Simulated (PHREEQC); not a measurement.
Consider water at 45 °C with 0.17 mol ZnCl2 and 7.2e-05 mol Na2SO4 per kg of water. Closed to the air; pH follows from the charge balance.

Equilibrium calculation in PHREEQC: ion-association model, phreeqc.dat.

Each row changes one thing in this solution. This is a speciation only: nothing precipitates in the calculation.

```csv
case,pH,ionic strength (mol/kgw)
as made,4.82,0.398
Na2SO4 from 7.2e-05 to 7.92e-05 mol/kgw,4.82,0.398
0.0017 mol/kgw KCl added,4.82,0.399
Na2SO4 left out,4.82,0.398
ZnCl2 left out,6.70,0.000216
temperature from 45 to 25 °C,4.88,0.445
ZnCl2 from 0.17 to 0.153 mol/kgw,4.83,0.363
```

Species that the database lacks are ignored. Away from 25 °C the constants follow the database's enthalpies or fits; those with neither stay at their 25 °C values.
